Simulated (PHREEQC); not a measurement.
Consider water at 20 °C with 0.023 mol/kgw FeCl3 and 0.00033 mol/kgw NaHCO3. Closed to the air; pH follows from the charge balance.

Computed with PHREEQC (ion-association model, phreeqc.dat).

This is a speciation only: nothing precipitates in the calculation.

### Question
Estimate the pH, ionic strength.

### Answer
pH 2.17; ionic strength 0.114 mol/kgw.

### Question
In which forms is Fe present?

### Answer
Fe+3 39 %, FeCl+2 22 %, Fe2(OH)2+4 19 %, FeOH+2 13 %, Fe3(OH)4+5 4.0 %, FeCl2+ 2.6 % of the Fe.

Examples of supersaturated solids here: Hematite (slow to form), Goethite (slow to form). Others may be too.
